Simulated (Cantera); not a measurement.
Input (Python, Cantera):

```python
import numpy as np
import cantera as ct

gas = ct.Solution("gri30.yaml", transport_model="mixture-averaged")
show = ['NH3', 'N2', 'CH3']

rows = []
print(f"{'T/K':>7s}{'rho':>11s}{'cp':>10s}{'mu':>11s}{'lambda':>11s}{'Pr':>7s}" + "".join(f"{'D_' + s:>11s}" for s in show))
for T in [400, 500, 600, 700, 800, 900, 1000, 1100]:
    gas.TPX = T, 1700, {'O2': 0.41, 'N2': 0.64}
    Pr = gas.cp_mass * gas.viscosity / gas.thermal_conductivity
    D = [gas.mix_diff_coeffs_mole[gas.species_index(s)] for s in show]
    rows.append([gas.density, gas.cp_mass, gas.viscosity, gas.thermal_conductivity, Pr, *D])
    print(f"{T:7g}{gas.density:11.4e}{gas.cp_mass:10.1f}{gas.viscosity:11.4e}"
          f"{gas.thermal_conductivity:11.4e}{Pr:7.3f}" + "".join(f"{d:11.4e}" for d in D))
print("SI units: kg/m3, J/kg/K, Pa s, W/m/K, m2/s")
```

Result:

```
    T/K        rho        cp         mu     lambda     Pr      D_NH3       D_N2      D_CH3
    400 1.5115e-02    1002.1 2.3632e-05 3.3194e-02  0.713 2.2854e-03 2.0584e-03 2.2425e-03
    500 1.2092e-02    1021.4 2.7662e-05 3.9832e-02  0.709 3.4551e-03 3.0208e-03 3.3053e-03
    600 1.0077e-02    1043.8 3.1345e-05 4.6321e-02  0.706 4.8067e-03 4.1187e-03 4.5188e-03
    700 8.6370e-03    1068.2 3.4773e-05 5.2632e-02  0.706 6.3257e-03 5.3429e-03 5.8728e-03
    800 7.5574e-03    1092.8 3.8002e-05 5.8760e-02  0.707 8.0008e-03 6.6866e-03 7.3594e-03
    900 6.7177e-03    1116.0 4.1072e-05 6.4712e-02  0.708 9.8229e-03 8.1441e-03 8.9720e-03
   1000 6.0459e-03    1136.0 4.4010e-05 7.0498e-02  0.709 1.1785e-02 9.7109e-03 1.0706e-02
   1100 5.4963e-03    1151.5 4.6836e-05 7.6128e-02  0.708 1.3880e-02 1.1383e-02 1.2556e-02
SI units: kg/m3, J/kg/K, Pa s, W/m/K, m2/s
```

Computed with Cantera and GRI-Mech 3.0 (53 species, 325 reactions).
